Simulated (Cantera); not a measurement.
What does this Cantera script print?

```python
import numpy as np
import cantera as ct

gas = ct.Solution("gri30.yaml")
gas.TPX = 1450, 47000, {'CO': 0.007, 'O2': 0.051, 'H2O': 0.0037, 'N2': 1, 'H2': 0.002}
reactor = ct.IdealGasConstPressureReactor(gas, energy="off", clone=False)
net = ct.ReactorNet([reactor])
net.rtol, net.atol = 1e-08, 1e-18
show = ['CO', 'O2', 'H2O', 'O', 'NO2', 'H2']
times = np.geomspace(1e-05, 2, 12)

steps = ct.SolutionArray(gas, extra=["t"])
rows = []
print(f"{'t/s':>10s}{'T/K':>9s}{'P/Pa':>11s}" + "".join(f"{s:>11s}" for s in show))
for t in times:
    while net.time < t:
        t_next = net.step()
        steps.append(gas.state, t=t_next)
    rows.append([np.interp(t, steps.t, y) for y in (steps.T, steps.P, *steps(*show).X.T)])
    print(f"{t:10.3e}{rows[-1][0]:9.1f}{rows[-1][1]:11.4g}" + "".join(f"{x:11.3e}" for x in rows[-1][2:]))
rate = np.gradient(steps.T, steps.t)
print("integrator steps:", len(steps.t))
if steps.T.max() > steps.T[0] + 200:
    print(f"time of steepest temperature rise: {steps.t[rate.argmax()]:.4e} s")
gas.TPX = 1450, 47000, {'CO': 0.007, 'O2': 0.051, 'H2O': 0.0037, 'N2': 1, 'H2': 0.002}
gas.equilibrate("TP")
print(f"equilibrium (TP): T = {gas.T:.1f} K  " + "  ".join(f"{s} {gas[s].X[0]:.3e}" for s in show))
```

It prints:

```
       t/s      T/K       P/Pa         CO         O2        H2O          O        NO2         H2
 1.000e-05   1450.0    4.7e+04  6.581e-03  4.795e-02  3.478e-03  2.373e-09  2.815e-24  1.880e-03
 3.033e-05   1450.0    4.7e+04  6.581e-03  4.795e-02  3.478e-03  8.983e-09  1.856e-22  1.880e-03
 9.201e-05   1450.0    4.7e+04  6.581e-03  4.795e-02  3.478e-03  5.466e-08  1.866e-20  1.880e-03
 2.791e-04   1450.0    4.7e+04  6.580e-03  4.794e-02  3.482e-03  3.135e-06  1.971e-17  1.875e-03
 8.465e-04   1450.0    4.7e+04  5.269e-03  4.551e-02  4.826e-03  1.760e-03  2.959e-11  1.111e-04
 2.568e-03   1450.0    4.7e+04  1.774e-03  4.385e-02  4.857e-03  1.730e-03  4.242e-10  9.610e-05
 7.789e-03   1450.0    4.7e+04  2.559e-04  4.377e-02  5.217e-03  3.990e-04  1.598e-09  2.401e-05
 2.363e-02   1450.0    4.7e+04  2.965e-05  4.387e-02  5.334e-03  5.123e-05  3.695e-09  3.102e-06
 7.166e-02   1450.0    4.7e+04  3.219e-06  4.389e-02  5.364e-03  7.715e-06  4.079e-09  4.597e-07
 2.174e-01   1450.0    4.7e+04  4.224e-07  4.390e-02  5.373e-03  1.689e-06  3.064e-09  9.862e-08
 6.594e-01   1450.0    4.7e+04  1.259e-07  4.390e-02  5.376e-03  7.036e-07  2.747e-09  4.070e-08
 2.000e+00   1450.0    4.7e+04  1.044e-07  4.390e-02  5.377e-03  6.178e-07  2.753e-09  3.571e-08
integrator steps: 1506
equilibrium (TP): T = 1450.0 K  CO 1.046e-07  O2 4.366e-02  H2O 5.377e-03  O 6.160e-07  NO2 9.311e-07  H2 3.580e-08
```

Computed with Cantera and GRI-Mech 3.0 (53 species, 325 reactions).
